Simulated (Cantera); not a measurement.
Premixed flame

A freely propagating, adiabatic, planar premixed flame of 21.9 % CO, 1.58 % H2, 13.5 % O2, 50.8 % N2, 12.3 % CO2, equivalence ratio 0.87, unburnt at 375 K and 0.170 bar; mixture-averaged transport, grid criteria slope 0.08 and curve 0.16, no radiation.

Computed with Cantera and GRI-Mech 3.0 (53 species, 325 reactions). Burning velocities carry a grid error of a few per cent, more on coarse grids.

| z (mm) | T (K) | u (m/s) | x CO | x H2 | x O2 | x O | x HO2 | x OH |
|---|---|---|---|---|---|---|---|---|
| -22.1 | 375 | 0.396 | 0.219 | 0.0158 | 0.135 | <1e-8 | <1e-8 | <1e-8 |
| -14.7 | 375 | 0.396 | 0.219 | 0.0157 | 0.135 | <1e-8 | <1e-8 | <1e-8 |
| -11.1 | 375 | 0.396 | 0.219 | 0.0157 | 0.135 | <1e-8 | <1e-8 | <1e-8 |
| -7.37 | 375 | 0.396 | 0.219 | 0.0153 | 0.135 | <1e-8 | 1.16e-7 | <1e-8 |
| -3.69 | 387 | 0.408 | 0.219 | 0.0136 | 0.135 | 5.88e-8 | 1.54e-5 | <1e-8 |
| -1.84 | 579 | 0.606 | 0.207 | 0.0104 | 0.128 | 4.41e-5 | 6.42e-5 | 6.44e-5 |
| 0 | 978 | 1.00 | 0.164 | 0.00451 | 0.103 | 0.00330 | 1.39e-5 | 0.000334 |
| 1.84 | 1242 | 1.25 | 0.115 | 0.00113 | 0.0732 | 0.0110 | 5.39e-6 | 0.000920 |
| 3.69 | 1383 | 1.37 | 0.0889 | 0.000918 | 0.0597 | 0.0127 | 3.40e-6 | 0.00142 |
| 7.37 | 1518 | 1.49 | 0.0745 | 0.000974 | 0.0531 | 0.0104 | 2.37e-6 | 0.00196 |
| 14.7 | 1640 | 1.59 | 0.0652 | 0.000848 | 0.0492 | 0.00712 | 1.65e-6 | 0.00221 |
| 29.5 | 1744 | 1.68 | 0.0549 | 0.000669 | 0.0448 | 0.00473 | 1.09e-6 | 0.00221 |
| 59.0 | 1834 | 1.75 | 0.0444 | 0.000503 | 0.0402 | 0.00305 | 6.77e-7 | 0.00206 |
x: mole fraction of selected species; z is measured from the peak of heat release.

* **laminar burning velocity**: 39.6 cm/s
* **thermal thickness**: 7.37 mm
* **peak x(O)**: 0.0128
* **peak x(HO2)**: 9.37e-5
* **peak x(OH)**: 0.00223
* **grid points**: 130
